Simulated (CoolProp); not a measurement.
R1224YDZ along the isotherm 111.45 °C: Z from the reference equation and from simpler models built on Tc = 155.5 °C, pc = 33.34 bar, ω = 0.325; each cubic takes its own stable root.

Values from CoolProp's reference Helmholtz-energy equation of state, Akasaka 2023.

| p (bar) | phase | reference | Redlich-Kwong | Peng-Robinson |
|---|---|---|---|---|
| 8.34 | gas | 0.8571 | 0.8720 | 0.8529 |
| 16.7 | liquid | 0.07289 | 0.6983 | 0.07640 |
| 25 | liquid | 0.1077 | 0.1345 | 0.1118 |
| 33.3 | liquid | 0.1419 | 0.1739 | 0.1460 |
| 41.7 | liquid | 0.1759 | 0.2125 | 0.1798 |
| 50 | liquid | 0.2090 | 0.2497 | 0.2124 |
| 58.3 | liquid | 0.2418 | 0.2860 | 0.2444 |
| 66.7 | liquid | 0.2745 | 0.3221 | 0.2762 |
| 75 | liquid | 0.3065 | 0.3571 | 0.3072 |
| 83.4 | liquid | 0.3386 | 0.3920 | 0.3382 |

At some of these states Redlich-Kwong gives the other phase, because its saturation line lies elsewhere.
